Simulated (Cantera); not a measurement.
Input: 1 mol SiCl4, 0.77 mol Cl2, 3.5 mol H2, equilibrated at 1800 Torr.

These are equilibrium values from Cantera (NASA tables, ideal gas, pure condensed phases), not measurements of a reactor. Candidate condensed phases: Si; 19 gas species. The tables' values for SiCl3 are old estimates; treat these amounts as uncertain. The numbers say what is thermodynamically allowed, not how fast it happens.

x: gas mole fraction; nothing condenses.

```json
[
 {"T (K)": "850", "x H2": "0.517", "x HCl": "0.293", "x SiCl4": "0.189", "x SiHCl3": "0.000555", "x SiCl3": "8.91e-7", "x SiCl2": "2.98e-10", "x SiH2Cl2": "1.43e-7"},
 {"T (K)": "900", "x H2": "0.517", "x HCl": "0.293", "x SiCl4": "0.189", "x SiHCl3": "0.000946", "x SiCl3": "3.53e-6", "x SiCl2": "3.15e-9", "x SiH2Cl2": "4.49e-7"},
 {"T (K)": "950", "x H2": "0.516", "x HCl": "0.294", "x SiCl4": "0.188", "x SiHCl3": "?", "x SiCl3": "1.20e-5", "x SiCl2": "?", "x SiH2Cl2": "?"},
 {"T (K)": "1000", "x H2": "0.516", "x HCl": "0.295", "x SiCl4": "0.187", "x SiHCl3": "?", "x SiCl3": "3.62e-5", "x SiCl2": "?", "x SiH2Cl2": "?"},
 {"T (K)": "1050", "x H2": "0.515", "x HCl": "0.296", "x SiCl4": "0.186", "x SiHCl3": "0.00337", "x SiCl3": "9.71e-5", "x SiCl2": "9.18e-7", "x SiH2Cl2": "6.93e-6"},
 {"T (K)": "1100", "x H2": "0.513", "x HCl": "0.297", "x SiCl4": "0.185", "x SiHCl3": "0.00471", "x SiCl3": "0.000237", "x SiCl2": "4.23e-6", "x SiH2Cl2": "1.44e-5"},
 {"T (K)": "1150", "x H2": "0.511", "x HCl": "0.299", "x SiCl4": "0.183", "x SiHCl3": "0.00634", "x SiCl3": "0.000531", "x SiCl2": "1.69e-5", "x SiH2Cl2": "2.76e-5"},
 {"T (K)": "1200", "x H2": "0.509", "x HCl": "0.302", "x SiCl4": "0.180", "x SiHCl3": "0.00827", "x SiCl3": "0.00110", "x SiCl2": "5.91e-5", "x SiH2Cl2": "4.97e-5"}
]
```

Q: Complete the blanks.

A: 
- 1000, x SiHCl3: 0.00231
- 1000, x SiCl2: 1.69e-7
- 1000, x SiH2Cl2: 3.08e-6
- 950, x SiHCl3: 0.00152
- 950, x SiCl2: 2.57e-8
- 950, x SiH2Cl2: 1.24e-6
